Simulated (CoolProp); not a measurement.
Saturated liquid density (kg/m³) of normal hydrogen: the reference equation beside estimates from Tc = 33.1 K, pc = 1.296 MPa, ω = -0.219. Rackett uses Z = 0.29056 − 0.08775 ω.

Values from CoolProp's reference Helmholtz-energy equation of state, Leachman 2009.

```tsv
T (K)	reference	Rackett	van der Waals	Soave-Redlich-Kwong
20.9	70.23	73.93	57.21	77.58
22.5	68.25	71.42	55.11	74.05
24.2	65.91	68.54	52.66	69.98
25.8	63.41	65.58	50.11	65.78
27.4	60.54	62.28	47.24	61.11
29	57.12	58.46	43.90	55.79
30.7	52.41	53.40	39.52	48.99
32.3	45.33	46.16	33.57	40.08
```

Absolute difference from the reference over all 8 rows, mean and median: Rackett 3.3 and 3.1 %, van der Waals 21.8 and 21.5 %, Soave-Redlich-Kwong 6.3 and 6.4 %.
